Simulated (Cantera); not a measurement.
A diamond (100) surface in a fixed gas of H2 with x(CH4) = 0.0089, x(H) = 0.00029, x(CH3) = 0.00028, at 1125 K; coverages are run to steady state.

Model: the Harris–Goodwin 1993 mechanism for the reconstructed diamond (100) surface, integrated in Cantera.

One state of this run: growth (µm/h) = 1.19; θ c6HH = 0.518; θ c6H* = 0.0271; θ c6*H = 0.406; θ c6** = 0.00987; θ c6HM = 0.0224. θ: site fractions in the mechanism's names (c6HH fully hydrogenated, c6H* and c6*H radical sites, c6** diradical, c6HM methylated).

Task: Which value of P (Pa) does it belong to?
(A) 1000
(B) 2800
(C) 5600
(D) 11000

Result: C, 5600
